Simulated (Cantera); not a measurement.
An isothermal, constant-pressure homogeneous reactor starts with 38.5 % CH4, 61.5 % H2O, at 1650 K and 0.207 atm.

Computed with Cantera and GRI-Mech 3.0 (53 species, 325 reactions).

One state of this run: x CH4 = 0.0311; x H2O = 0.364; x O2 = 1.54e-10; x CH3 = 0.000193; x H2 = 0.456. x: mole fraction; the columns are a selection and need not sum to one.

**Question.** Which value of t (s) does it belong to?
A) 0.499
B) 0.0277
C) 0.117
D) 2.12

**Answer.** A, 0.499
